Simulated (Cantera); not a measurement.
A freely propagating, adiabatic, planar premixed flame of H2 : O2 : N2 = 1 : 0.833 : 3.25 (molar parts), equivalence ratio 0.60, unburnt at 375 K and 13300 Pa; mixture-averaged transport, grid criteria slope 0.08 and curve 0.16, no radiation.

Computed with Cantera and the H2/O2 subset of GRI-Mech 3.0, which has no nitrogen chemistry. Burning velocities carry a grid error of a few per cent, more on coarse grids. Lean hydrogen flames are cellular in practice and burn faster than this planar one.

Question: What does this change do: 0.11 parts H2O added?

Answer: 
```csv
quantity,before,after
laminar burning velocity,155 cm/s,147 cm/s
thermal thickness,4.99 mm,4.79 mm
peak x(O),0.0111,0.00988
peak x(H2O2),2.21e-5,2.34e-5
peak x(OH),0.00848,0.00804
```

Question: What does this change do: N2 3.25 to 2.4 parts?

Answer: 
| quantity | before | after |
|---|---|---|
| laminar burning velocity | 155 cm/s | 225 cm/s |
| thermal thickness | 4.99 mm | 4.75 mm |
| peak x(O) | 0.0111 | 0.0176 |
| peak x(H2O2) | 2.21e-5 | 2.53e-5 |
| peak x(OH) | 0.00848 | 0.0150 |

Question: What does this change do: H2 1 to 0.77 parts?

Answer: 
```csv
quantity,before,after
laminar burning velocity,155 cm/s,91.9 cm/s
thermal thickness,4.99 mm,4.80 mm
peak x(O),0.0111,0.00706
peak x(H2O2),2.21e-5,2.17e-5
peak x(OH),0.00848,0.00450
```
